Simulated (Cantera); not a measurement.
An isothermal, constant-pressure homogeneous reactor starts with CO : O2 : H2O : N2 = 0.002 : 0.0033 : 0.0002 : 1 (molar parts), equivalence ratio 0.30, at 1325 K and 3750 Torr.

Computed with Cantera and GRI-Mech 3.0 (53 species, 325 reactions).

One state of this run: x CO = 0.000310; x O2 = 0.00244; x H2O = 0.000197; x H = 3.58e-7; x NO = 6.62e-7. x: mole fraction; the columns are a selection and need not sum to one.

Question: Which value of t (s) does it belong to?
A) 0.0424
B) 0.00123
C) 1.46
D) 0.000300

Answer: A, 0.0424
